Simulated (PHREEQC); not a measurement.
Consider water at 25 °C with 1.9 mmol/kgw Cu(BF4)2. Closed to the air; pH follows from the charge balance.

All values are PHREEQC results (ion-association model, wateq4f.dat), not measurements.

Problem. The ionic strength comes out as 0.00664 mol/kgw. What activity coefficients do Cu+2, BF2(OH)2-, HF2-, F-, BF4- get?

Solution. Cu+2 0.72, BF2(OH)2- 0.91, HF2- 0.92, F- 0.92, BF4- 0.91.

This is a speciation only: nothing precipitates in the calculation. Real BF4- forms and hydrolyses slowly; the run takes it at equilibrium.
